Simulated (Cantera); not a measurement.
Input: 1 mol SiH₂Cl₂, 72 mol H₂, equilibrated at 11000 Pa.

Cantera equilibrium calculation (NASA polynomials, part measured and part estimated; ideal gas, pure solids and liquids). Candidate condensed phases: Si; 19 gas species. The tables' values for SiCl are old estimates; treat these amounts as uncertain. Gases not in the tables: Si₂H₆ and higher silanes. The numbers say what is thermodynamically allowed, not how fast it happens.

Task: At 1948 K, list the 4 most abundant gas species with their mole fractions, and the condensed phases.

Result: H₂ 0.971, HCl 0.0238, H 0.00336, SiCl₂ 0.00149. Condensed: Si(l).
